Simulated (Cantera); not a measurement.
A closed system holds: 1 mol Si(CH3)4, 0.0041 mol C3H8, 59 mol H2, equilibrated at 1.33 mbar.

These are equilibrium values from Cantera (NASA tables, ideal gas, pure condensed phases), not measurements of a reactor. Candidate condensed phases: C, C6H6, C7H8, C8H18, Si, SiC; 87 gas species. Gases not in the tables: Si2H6 and higher silanes. Equilibrium is a limit: real reactors are often held back by kinetics, nucleation or transport.

x: gas mole fraction; n: condensed amount in mol.

```
T (K)   x H2     x H      x Si  x C2H2 (acetylene)    x SiC2      x C3     x C2H  n C(graphite)  n SiC(s)
-----  -----  ------  --------  ------------------  --------  --------  --------  -------------  --------
1948   0.968  0.0305  0.000784            0.000522   2.53e-5   5.57e-9   2.56e-7           3.00     0.943
2048   0.936       ?         ?                   ?         ?         ?         ?           3.13         ?
2148   0.878   0.107    0.0122             0.00168  0.000956   6.16e-7   6.11e-6           3.61         0
2248       ?       ?    0.0119                   ?         ?         ?         ?           3.41         0
2348   0.700   0.283    0.0110             0.00383   0.00178   2.99e-5   7.87e-5           3.12         0
2448   0.571   0.412   0.00973             0.00494   0.00216  0.000163  0.000228           2.74         0
2548   0.428   0.554   0.00837             0.00564   0.00249  0.000775  0.000580           2.16         0
```

Q: Complete the blanks.

A: 
- 2048, x H: 0.0593
- 2048, x Si: 0.00370
- 2048, x C2H2 (acetylene): 0.000981
- 2048, x SiC2: 0.000190
- 2048, x C3: 6.59e-8
- 2048, x C2H: 1.37e-6
- 2048, n SiC(s): 0.716
- 2248, x H2: 0.803
- 2248, x H: 0.180
- 2248, x C2H2 (acetylene): 0.00266
- 2248, x SiC2: 0.00136
- 2248, x C3: 4.69e-6
- 2248, x C2H: 2.36e-5
